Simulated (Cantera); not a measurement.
Feed: 1 mol PbS, 1000 mol H₂.

These are equilibrium values from Cantera (NASA tables, ideal gas, pure condensed phases), not measurements of a reactor. Candidate condensed phases: Pb, PbS, S; 10 gas species. Rates play no part.

Stable condensed phases, one row left out:

```
T in K \ P in Pa
              10      52     270    1400    7200   37000  190000 1000000
   1100        A       A       A       A       A       B       B       B
   1050        A       A       A       A       B       B       B       B
   1025        A       A       A       A       B       B       B       B
   1000        A       A       A       A       B       B       B       B
    975        A       A       A       B       B       B       B       B
    950        A       A       A       B       B       B       B       B
    925        A       A       A       B       B       B       B       B
    900        A       A       B       B       B       B       B       B
    875        A       A       B       B       B       B       B       B
    850        A       B       B       B       B       B       B       B
```

A: gas only; B: Pb.

### Question
Give the row for 1075 K.

### Answer
10: gas only; 52: gas only; 270: gas only; 1400: gas only; 7200: gas only; 37000: Pb; 190000: Pb; 1000000: Pb.
